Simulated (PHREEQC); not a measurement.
# Ultrapure water in contact with air or piping: an equilibrium model

Synthetic water in mg/kgw, 20 °C, pH 6.65, pe 9.6:

```json
[
 {"constituent": "Na", "mg/kgw": "0.143"},
 {"constituent": "K", "mg/kgw": "0.0642"},
 {"constituent": "Ca", "mg/kgw": "0.0261"},
 {"constituent": "Mg", "mg/kgw": "0.00288"},
 {"constituent": "Cl", "mg/kgw": "0.0266"},
 {"constituent": "S(6) as SO4", "mg/kgw": "0.146"},
 {"constituent": "Alkalinity as HCO3", "mg/kgw": "0.352"},
 {"constituent": "Si as SiO2", "mg/kgw": "0.000996"}
]
```

Valence states are taken as typed.

Equilibrium calculation in PHREEQC: ion-association model, phreeqc.dat.

- ionic strength: 1.20e-5 mol/kgw
- charge-balance error: -0.8 %

| species | molality | activity | log γ |
|---|---|---|---|
| Na+ | 6.22e-6 | 6.19e-6 | -0.002 |
| HCO3- | 5.96e-6 | 5.94e-6 | -0.002 |
| CO2 | 3.20e-6 | 3.20e-6 | 0.000 |
| K+ | 1.64e-6 | 1.64e-6 | -0.002 |
| SO4-2 | 1.52e-6 | 1.50e-6 | -0.007 |
| Cl- | 7.50e-7 | 7.47e-7 | -0.002 |
| Ca+2 | 6.51e-7 | 6.41e-7 | -0.007 |
| H+ | 2.25e-7 | 2.24e-7 | -0.002 |
| Mg+2 | 1.18e-7 | 1.17e-7 | -0.007 |
| OH- | 3.07e-8 | 3.06e-8 | -0.002 |
| H4SiO4 | 1.66e-8 | 1.66e-8 | 0.000 |

Precipitation was switched off in this run. Complexes and solids missing from the database can't appear.
